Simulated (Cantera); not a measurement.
A closed system holds: 1 mol SiH4, 52 mol H2, 0.92 mol C2H4, held at 2348 K and 1.80 mbar.

Method: chemical equilibrium by Gibbs-energy minimisation in Cantera with the NASA 1993 tables (ideal gas, pure condensed phases). Candidate condensed phases: C, C6H6, C7H8, C8H18, Si, SiC; 87 gas species. Kinetics and transport are ignored.

Base state: H2 0.732, H 0.249, Si 0.0129, C2H2 (acetylene) 0.00400, SiC2 0.00209, SiH 0.000158, Si2C 0.000122, C2H 6.92e-5 (mole fractions); condensed: C(graphite).

**Question.** What changes in the equilibrium state with this change: pressure from 1.80 mbar to 1.00 bar?

**Answer.** 
```
species            before     after
----------------  -------  --------
H2                  0.732     0.982
H                   0.249    0.0122
C2H2 (acetylene)  0.00400   0.00536
Si                 0.0129  0.000231
CH4               1.88e-7  0.000188
C3                2.21e-5   3.99e-8
C(graphite), mol     1.02     0.241
SiC(s), mol             0     0.973
```
Gases not in the tables: Si2H6 and higher silanes.

**Question.** What changes in the equilibrium state with this change: temperature from 2348 K to 1475 K?

**Answer.** 
```csv
species,before,after
H2,0.732,1.000
H,0.249,0.000306
C2H2 (acetylene),0.00400,6.67e-6
Si,0.0129,2.11e-8
SiC2,0.00209,<1e-9
Si2C,0.000122,<1e-9
"C(graphite), mol",1.02,0.839
"SiC(s), mol",0,1.000
```
